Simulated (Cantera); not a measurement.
Abatement and gas-phase synthesis: NF3 + SO2 + O2

Input: 1 mol NF3, 0.005 mol SO2, 0.25 mol O2, held at 2077 °C and 41.3 Torr.

These are equilibrium values from Cantera (NASA tables, ideal gas, pure condensed phases), not measurements of a reactor. Candidate condensed phases: S; 35 gas species. Rates play no part.

x(F): 0.796
x(N2): 0.131
x(O2): 0.0610
x(O): 0.00695
x(NO): 0.00381
x(SO2): 0.00127
x(SO): 4.83e-5
x(F2): 3.57e-5
x(FO): 2.84e-5
gas amount: 3.768 mol
log10 activity of S(l) (absent): -7.64
